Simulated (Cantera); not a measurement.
# Thermodynamics of sublimation and decomposition of ceramics, feed TiC + H₂

Input: 1 mol TiC, 4.9 mol H₂, at 2602 °C and 6.00 Pa.

Equilibrium computed with Cantera from the NASA thermochemical tables; the gas is ideal and each condensed phase is pure. Candidate condensed phases: C, C₆H₆, C₇H₈, C₈H₁₈, Ti, TiC; 77 gas species. Kinetics and transport are ignored.

```
Property                                   Result
--------------------------------------  ---------
x(H)                                        0.846
x(Ti)                                      0.0872
x(C)                                       0.0478
x(C₃)                                     0.00970
x(C₂)                                     0.00491
x(H₂)                                     0.00384
x(C₂H)                                   0.000197
x(CH)                                     1.28e-5
x(C₂H₂ (acetylene))                       6.27e-6
gas amount                              11.47 mol
log10 activity of C(graphite) (absent)      -0.71
log10 activity of Ti(l) (absent)            -3.69
```
